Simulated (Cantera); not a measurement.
An isothermal, constant-pressure homogeneous reactor starts with CO : O2 : H2O : N2 = 0.0018 : 0.0038 : 0.0001 : 1 (molar parts), at 1450 K and 105 Torr. Integrator tolerance rtol = 1e-08.

Cantera simulation using GRI-Mech 3.0 (53 species, 325 reactions); the numbers are that mechanism's predictions, not measurements.

Task: What does this change do: CO 0.0018 to 0.0053 parts?

Result: 
```
quantity                                           before                                    after
---------------  ----------------------------------------  ---------------------------------------
x(CO) at 200 s    2.05e-7 (gas-phase equilibrium 2.04e-7)  1.37e-6 (gas-phase equilibrium 9.60e-7)
x(O2) at 200 s    0.00288 (gas-phase equilibrium 0.00282)  0.00114 (gas-phase equilibrium 0.00110)
x(H2O) at 200 s   9.91e-5 (gas-phase equilibrium 9.91e-5)  9.89e-5 (gas-phase equilibrium 9.90e-5)
x(N2O) at 200 s   3.33e-9 (gas-phase equilibrium 3.26e-9)  2.94e-9 (gas-phase equilibrium 2.04e-9)
x(CO2) at 200 s   0.00179 (gas-phase equilibrium 0.00179)  0.00526 (gas-phase equilibrium 0.00526)
x(H2) at 200 s    4.76e-9 (gas-phase equilibrium 4.75e-9)  1.07e-8 (gas-phase equilibrium 7.59e-9)
x(NO) at 200 s   3.88e-6 (gas-phase equilibrium 0.000124)  1.22e-5 (gas-phase equilibrium 7.77e-5)
```

Task: What does this change do: H2O 0.0001 to 0.00071 parts?

Result: 
```csv
quantity,before,after
x(CO) at 200 s,2.05e-7 (gas-phase equilibrium 2.04e-7),2.02e-7 (gas-phase equilibrium 2.04e-7)
x(O2) at 200 s,0.00288 (gas-phase equilibrium 0.00282),0.00288 (gas-phase equilibrium 0.00282)
x(H2O) at 200 s,9.91e-5 (gas-phase equilibrium 9.91e-5),0.000705 (gas-phase equilibrium 0.000705)
x(N2O) at 200 s,3.33e-9 (gas-phase equilibrium 3.26e-9),3.29e-9 (gas-phase equilibrium 3.26e-9)
x(CO2) at 200 s,0.00179 (gas-phase equilibrium 0.00179),0.00179 (gas-phase equilibrium 0.00179)
x(H2) at 200 s,4.76e-9 (gas-phase equilibrium 4.75e-9),3.35e-8 (gas-phase equilibrium 3.38e-8)
x(NO) at 200 s,3.88e-6 (gas-phase equilibrium 0.000124),1.53e-6 (gas-phase equilibrium 0.000124)
```
